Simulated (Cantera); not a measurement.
An isothermal, constant-pressure homogeneous reactor starts with N2O = 1 (molar parts), at 1350 K and 1.00 bar. Integrator tolerance rtol = 1e-08.

Detailed kinetics in Cantera: GRI-Mech 3.0 (53 species, 325 reactions). GRI-Mech 3.0 was tuned for natural gas; its chemistry of N2O as a main component is partial and can be far from experiment. The mechanism lacks the step 2 NO + O2 → 2 NO2, which can matter for NO2 below about 1400 K. The temperature is held fixed by assumption; the heat of reaction is taken as removed at once.

**Question.** What does this change do: pressure from 1.00 bar to 10.00 Torr?

**Answer.** 
```
quantity                                            before                                    after
----------------  ----------------------------------------  ---------------------------------------
x(N2O) at 40.0 s   2.19e-6 (gas-phase equilibrium 3.76e-8)   0.0126 (gas-phase equilibrium 4.34e-9)
x(O) at 40.0 s     2.29e-7 (gas-phase equilibrium 2.45e-7)  1.13e-5 (gas-phase equilibrium 2.12e-6)
x(N2) at 40.0 s        0.623 (gas-phase equilibrium 0.666)      0.602 (gas-phase equilibrium 0.666)
x(NO2) at 40.0 s  0.000899 (gas-phase equilibrium 7.05e-6)  3.46e-5 (gas-phase equilibrium 8.14e-7)
x(O2) at 40.0 s        0.289 (gas-phase equilibrium 0.333)      0.273 (gas-phase equilibrium 0.333)
x(NO) at 40.0 s    0.0863 (gas-phase equilibrium 0.000630)   0.113 (gas-phase equilibrium 0.000630)
```
Radical loss at walls, strong at low pressure, is not modelled.
